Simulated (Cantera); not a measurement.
Feed: 1 mol SiH₂Cl₂, a varied amount of O₃, 1.2 mol H₂, held at 1048.15 K and 0.0310 bar.

Equilibrium computed with Cantera from the NASA thermochemical tables; the gas is ideal and each condensed phase is pure. Candidate condensed phases: H₂O, Si, SiO₂; 30 gas species. Mutual solubility and eutectic melting of coexisting phases are not modelled. The tables' values for SiCl₃ are old estimates; treat these amounts as uncertain. Rates play no part.

Task: At 0.14 mol O₃, list the 4 most abundant gas species with their mole fractions, and the condensed phases.

Result: H₂ 0.774, SiCl₄ 0.146, HCl 0.0412, SiHCl₃ 0.0281. Condensed: Si(s) + SiO₂(β-quartz).
